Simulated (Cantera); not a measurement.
A closed system holds: 1 mol SiF4, 5.3 mol NH3, 8.3 mol N2, at 652 °C and 0.100 bar.

Equilibrium computed with Cantera from the NASA thermochemical tables; the gas is ideal and each condensed phase is pure. Candidate condensed phases: Si, Si3N4; 37 gas species. The numbers say what is thermodynamically allowed, not how fast it happens.

Base state: N2 0.550, H2 0.399, SiF4 0.0502, HF 0.000228, SiHF3 5.01e-5, NH3 1.86e-5 (mole fractions); condensed: Si3N4(s).

Problem. What changes in the equilibrium state with this change: temperature from 652 °C to 900 °C?

Solution. 
```
species          before     after
-------------  --------  --------
N2                0.550     0.550
H2                0.399     0.399
SiF4             0.0502    0.0496
HF             0.000228   0.00144
SiF3            4.98e-7   8.19e-5
SiHF3           5.01e-5  0.000331
NH3             1.86e-5   4.06e-6
Si3N4(s), mol  0.000294   0.00170
```
The tables' values for SiF3 are old estimates; treat these amounts as uncertain.
